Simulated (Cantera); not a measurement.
Reactions in the system C-H-O-Ta

Standard-state values (1 bar) from the NASA 1993 polynomials, evaluated with Cantera. Values are per mole of reaction as written; species without (g) are pure solids or liquids, kept so even where they would boil at 1 bar.

5 C₂H₄(g) + 10 CH₄(g) + 2 Ta₂O₅ = 4 Ta + 10 C₂H₅OH(g)

```tsv
T (K)	ΔH° (kJ)	ΔS° (J/K)	ΔG° (kJ)	log10 K	condensed phases
300	2225.8	-275.4	2308.5	-401.93	Ta₂O₅(s), Ta(s)
2548	1810.8	-516.0	3125.5	-64.07	Ta₂O₅(l), Ta(s)
2648	1792.5	-523.0	3177.4	-62.68	Ta₂O₅(l), Ta(s)
2748	1774.1	-529.8	3230.1	-61.40	Ta₂O₅(l), Ta(s)
2848	1755.8	-536.4	3283.4	-60.22	Ta₂O₅(l), Ta(s)
2948	1737.5	-542.7	3337.3	-59.13	Ta₂O₅(l), Ta(s)
```
